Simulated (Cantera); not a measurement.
Input (Python, Cantera):

```python
import numpy as np
import cantera as ct

gas = ct.Solution("h2o2.yaml")
gas.TPX = 750, 500000, {'H2': 1, 'O2': 0.833, 'N2': 3.5}
inlet = ct.Reservoir(gas, clone=True)
gas.equilibrate("HP")  # start burning
reactor = ct.IdealGasConstPressureReactor(gas, energy="on", clone=False)
exhaust = ct.Reservoir(gas, clone=True)
tau = [0.14, 0.062, 0.029, 0.013, 0.0061, 0.0028, 0.0013, 0.0006, 0.00027, 0.00013, 5.8e-05, 2.7e-05][0]
for a, b in ((inlet, reactor), (reactor, exhaust)):
    ct.MassFlowController(a, b, mdot=lambda t: reactor.mass / tau)
net = ct.ReactorNet([reactor])
show = ['H2', 'O2', 'H', 'H2O2', 'OH', 'H2O']

rows = []
print(f"{'tau/s':>10s}{'T/K':>9s}" + "".join(f"{s:>11s}" for s in show))
for tau in [0.14, 0.062, 0.029, 0.013, 0.0061, 0.0028, 0.0013, 0.0006, 0.00027, 0.00013, 5.8e-05, 2.7e-05]:
    net.initial_time = 0.0
    net.advance(30 * tau)
    before = gas.X
    net.advance(40 * tau)
    drift = np.max(np.abs(gas.X - before) / (gas.X + 1e-9))
    rows.append([gas.T, *gas[show].X, drift])
    print(f"{tau:10.3e}{gas.T:9.1f}" + "".join(f"{x:11.3e}" for x in gas[show].X))
```

Output:

```
     tau/s      T/K         H2         O2          H       H2O2         OH        H2O
 1.400e-01   2116.3  2.442e-04  6.823e-02  2.488e-05  3.230e-07  2.573e-03  2.052e-01
 6.200e-02   2116.1  2.560e-04  6.822e-02  2.623e-05  3.257e-07  2.609e-03  2.051e-01
 2.900e-02   2115.5  2.796e-04  6.821e-02  2.901e-05  3.312e-07  2.679e-03  2.051e-01
 1.300e-02   2114.3  3.314e-04  6.818e-02  3.552e-05  3.437e-07  2.831e-03  2.049e-01
 6.100e-03   2112.2  4.284e-04  6.813e-02  4.910e-05  3.679e-07  3.101e-03  2.047e-01
 2.800e-03   2108.1  6.150e-04  6.804e-02  7.981e-05  4.155e-07  3.576e-03  2.042e-01
 1.300e-03   2101.4  9.412e-04  6.792e-02  1.460e-04  4.961e-07  4.288e-03  2.033e-01
 6.000e-04   2090.5  1.498e-03  6.777e-02  2.894e-04  6.209e-07  5.269e-03  2.021e-01
 2.700e-04   2072.7  2.449e-03  6.765e-02  6.057e-04  8.040e-07  6.542e-03  2.000e-01
 1.300e-04   2048.0  3.820e-03  6.762e-02  1.191e-03  1.029e-06  7.881e-03  1.973e-01
 5.800e-05   2006.7  6.133e-03  6.784e-02  2.450e-03  1.361e-06  9.401e-03  1.930e-01
 2.700e-05   1948.9  9.386e-03  6.854e-02  4.640e-03  1.811e-06  1.062e-02  1.871e-01
```

Computed with Cantera and the H2/O2 subset of GRI-Mech 3.0, which has no nitrogen chemistry. The hydrogen kinetics of GRI-Mech 3.0 are dated; newer H2 mechanisms differ, most at raised pressure.
